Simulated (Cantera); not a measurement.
A perfectly stirred reactor is fed with 36.9 % C₂H₆, 62.8 % H₂, 0.277 % H₂O, at 0.133 bar; it is held at 1523 K, and followed from long to short residence time.

Computed with Cantera and GRI-Mech 3.0 (53 species, 325 reactions). GRI-Mech 3.0 stops at C3 and has no aromatics, soot or wall deposition, so with more carbon than oxygen in the feed, carbon stays in small species such as C2H2 where larger ones or solid carbon would form.

Predict: x(C₂H₆) at τ = 0.860 s; x(H₂) at τ = 0.860 s; x(CH₄) at τ = 0.860 s; x(C₂H) at τ = 0.860 s; x(C₂H₂) at τ = 0.860 s; x(C₂H₆) at τ = 79.0 ms; x(H₂) at τ = 79.0 ms; x(CH₄) at τ = 79.0 ms; x(C₂H) at τ = 79.0 ms; x(C₂H₂) at τ = 79.0 ms.


- x(C₂H₆) at τ = 0.860 s = 0.000225
- x(H₂) at τ = 0.860 s = 0.728
- x(CH₄) at τ = 0.860 s = 0.0797
- x(C₂H) at τ = 0.860 s = 5.99e-8
- x(C₂H₂) at τ = 0.860 s = 0.184
- x(C₂H₆) at τ = 79.0 ms = 0.00145
- x(H₂) at τ = 79.0 ms = 0.705
- x(CH₄) at τ = 79.0 ms = 0.107
- x(C₂H) at τ = 79.0 ms = 1.01e-7
- x(C₂H₂) at τ = 79.0 ms = 0.169
